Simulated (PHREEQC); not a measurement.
Solution (25 °C): 0.1 mmol/kgw RbCl, 12 mmol/kgw NaOH and 1.2 mmol/kgw NH4HCO3. Closed to the air; pH follows from the charge balance.

Computed with PHREEQC (ion-association model, wateq4f.dat).

No solid was allowed to form.

Task: Order these C species by the share of C that they hold, largest first: CO3-2, HCO3-, NaCO3-.

Result: CO3-2 (86 %), NaCO3- (12 %), HCO3- (1.5 %)

The pH is 11.93 and the ionic strength 0.0130 mol/kgw. Complexes and solids missing from the database can't appear.
